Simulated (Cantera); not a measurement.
What does this Cantera script print?

```python
import numpy as np
import cantera as ct

gas_names = """
    AL ALCL ALCL2 ALCL3 ALH ALN AL2 AL2CL6 CL CL2 H HCL H2 N NH NH2 NH3 N2 N2H2 N2H4
""".split()
cond_names = """
    AL(cr) AL(L) ALCL3(s) ALCL3(L) ALN(s) NH4CL(a) NH4CL(b)
""".split()


def load(file, names, dense=False):
    # The tables refer to 1 bar. Condensed volumes are neglected.
    table = {s.name: s for s in ct.Species.list_from_file(file)}
    out = []
    for n in names:
        d = dict(table[n].input_data)
        d["thermo"] = dict(d["thermo"], **{"reference-pressure": 1e5})
        if dense:
            d["equation-of-state"] = {"model": "constant-volume", "density": "1e6 g/cm^3"}
        out.append(ct.Species.from_dict(d))
    return out


gas = ct.Solution(thermo="ideal-gas", species=load("nasa_gas.yaml", gas_names))
cond = {s.name: ct.Solution(thermo="fixed-stoichiometry", species=[s], name=s.name)
        for s in load("nasa_condensed.yaml", cond_names, dense=True)}
atoms = {
    'AlCl3': {'AL': 1, 'CL': 3},
    'NH3': {'N': 1, 'H': 3},
    'N2': {'N': 2},
}
top_T = {'ALN(s)': 2750}  # K; cautious upper limits of use, not melting points


def equilibrate(T, P, feed):
    n = {}
    for name, mol in feed.items():
        for a, k in atoms[name].items():
            n[a] = n.get(a, 0.0) + k * mol
    gas.TPX = T, P, n
    mass = sum(n.values()) * gas.mean_molecular_weight
    gas.equilibrate("TP")
    valid = [c for c in cond.values() if c.min_temp <= T <= top_T.get(c.name, c.max_temp)]
    mix = ct.Mixture([(gas, mass / gas.mean_molecular_weight)] + [(c, 0.0) for c in valid])
    mix.T, mix.P = T, P
    mix.equilibrate("TP", solver="vcs", rtol=1e-11, max_steps=5000)
    return mix


results = []
feed = {'AlCl3': 1, 'NH3': 2.5, 'N2': 1.3}  # mol
T = 873  # K
P = 13332.2  # Pa
mix = equilibrate(T, P, feed)
results.append((T, P, feed, dict(zip(mix.species_names, mix.species_moles))))
x = sorted(zip(gas.X, gas.species_names), reverse=True)
print(f"T = {T:g} K  P = {P:g} Pa  gas = {mix.phase_moles(0):.4g} mol")
print("   x: " + "  ".join(f"{s} {v:.3e}" for v, s in x if v > 0.0001))
print("   condensed (mol): " + ("  ".join(f"{mix.phase(i).name} {mix.phase_moles(i):.4g}"
      for i in range(1, mix.n_phases) if mix.phase_moles(i) > 1e-12) or "none"))
```

Output:

```
T = 873 K  P = 13332.2 Pa  gas = 7.293 mol
   x: H2 4.513e-01  N2 3.287e-01  HCL 1.256e-01  ALCL3 9.348e-02  AL2CL6 8.849e-04
   condensed (mol): ALN(s) 0.3053
```

Method: chemical equilibrium by Gibbs-energy minimisation in Cantera with the NASA 1993 tables (ideal gas, pure condensed phases).
